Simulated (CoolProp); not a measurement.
Vapour pressure (MPa) of water: the reference equation beside estimates from Tc = 373.9 °C, pc = 22.06 MPa, ω = 0.344. Clausius-Clapeyron is anchored at 157.65 °C with a constant enthalpy of vaporisation of 37.64 kJ/mol.

Computed with CoolProp (reference Helmholtz-energy equation of state, Wagner 2002).

```tsv
T (°C)	reference	Clausius-Clapeyron	Soave-Redlich-Kwong	Peng-Robinson
150.35	0.4806	0.4857	0.4694	0.4737
157.65	0.5822	0.5822	0.5723	0.5757
164.95	0.7001	0.6936	0.6923	0.6946
172.15	0.8342	0.8197	0.8293	0.8301
179.45	0.9902	0.9658	0.9892	0.9878
186.75	1.168	1.132	1.172	1.168
194.05	1.371	1.320	1.381	1.373
201.35	1.599	1.532	1.617	1.606
208.65	1.857	1.771	1.883	1.867
215.85	2.141	2.034	2.177	2.156
223.15	2.463	2.330	2.510	2.484
230.45	2.820	2.660	2.881	2.848
237.75	3.217	3.024	3.291	3.251
```

Absolute difference from the reference over all 13 rows, mean and median: Clausius-Clapeyron 3.4 and 3.7 %, Soave-Redlich-Kwong 1.3 and 1.4 %, Peng-Robinson 0.7 and 0.7 %.
